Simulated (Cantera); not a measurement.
Feed: 1 mol CH2F2, at 800 K and 0.000200 bar.

Equilibrium computed with Cantera from the NASA thermochemical tables; the gas is ideal and each condensed phase is pure. Candidate condensed phases: C, C6H6, C7H8, C8H18; 95 gas species. Equilibrium is a limit: real reactors are often held back by kinetics, nucleation or transport.

Base state: HF 1.00 (mole fractions); condensed: C(graphite).

Problem. What changes in the equilibrium state with this change: 0.011 mol Cl2 added?

Solution. 
| species | before | after |
|---|---|---|
| HF | 1.00 | 0.986 |
| HCl | 0 | 0.0110 |
| CF4 | 1.17e-8 | 0.00274 |
| C(graphite), mol | 1.00 | 0.995 |
Condensed phases not in the tables: fluorocarbon polymer. Gases not in the tables: C2F6 and larger saturated fluorocarbons.
